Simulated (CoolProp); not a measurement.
The fluid at 293.15 K and 0.136 MPa is throttled through a valve to 0.0911 MPa with no heat exchange. The same conditions are run with several fluids, on thermodynamics alone (safety and materials aside).

Model: reference Helmholtz-energy equation of state of each fluid (nitrogen: Span 2000; R410A: Lemmon 2003; isobutene: Lemmon 2005; isobutane: Bücker 2006; R125: Lemmon 2005), in CoolProp. Blends and air are pseudo-pure fits.

Q: Rank nitrogen, R410A, isobutene, isobutane, R125 by temperature change (K), highest first.

A: nitrogen (-0.1), R125 (-0.7), R410A (-1.0), isobutane (-1.1), isobutene (-1.3)

```csv
fluid,final density (kg/m³)
nitrogen,1.05
R410A,2.76
isobutene,2.16
isobutane,2.24
R125,4.56
```
